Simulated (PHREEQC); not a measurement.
Make-up at 25 °C: 0.0022 mol/kgw H2SO4, 0.00019 mol/kgw LiCl and 0.2 mol/kgw Na2SO4. Closed to the air; pH follows from the charge balance.

Model: ion-association model, wateq4f.dat, run in PHREEQC.

```yaml
pH: 3.11
ionic_strength: 0.493 mol/kgw
activity_of_water: 0.991
total_alkalinity: -4.40 meq/kg
```

```csv
species,molality,activity,log γ
Na+,0.347,0.246,-0.149
SO4-2,0.145,0.0300,-0.685
NaSO4-,0.0534,0.0370,-0.159
HSO4-,0.00339,0.00226,-0.176
H+,0.00101,0.000774,-0.116
Cl-,0.000190,0.000122,-0.191
Li+,0.000167,0.000118,-0.150
LiSO4-,2.28e-5,1.55e-5,-0.166
```

No solid was allowed to form. Species that the database lacks are ignored.
